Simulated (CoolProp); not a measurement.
Aqueous potassium carbonate as a coolant, at 12 °C, 1 atm.

The numbers come from the Melinder's fits for secondary coolants in CoolProp.

```tsv
mass %	freezing point (°C)	conductivity (W/(m K))	density (kg/m³)	cp (kJ/(kg K))	Prandtl number
1.8	-0.5	0.583	1017	4.070	8.92
4.2	-1.4	0.581	1039	3.936	9.08
6.6	?	0.579	1061	3.822	9.33
9	-3.2	?	1084	3.721	9.66
11.5	-4.3	0.574	1108	3.622	10.1
13.9	-5.4	0.571	1132	3.529	10.5
16.3	-6.6	0.569	1156	3.438	11.0
18.7	-8.0	0.566	1180	?	11.6
21.1	-9.6	0.564	1205	3.255	12.3
23.6	-11.5	0.562	1232	3.162	13.1
26	-13.8	0.560	1258	3.076	14.1
28.4	-16.5	0.558	1285	2.996	15.3
```

Task: What belongs in the gaps?

Result: 
- 6.6, freezing point (°C): -2.2
- 9, conductivity (W/(m K)): 0.576
- 18.7, cp (kJ/(kg K)): 3.346
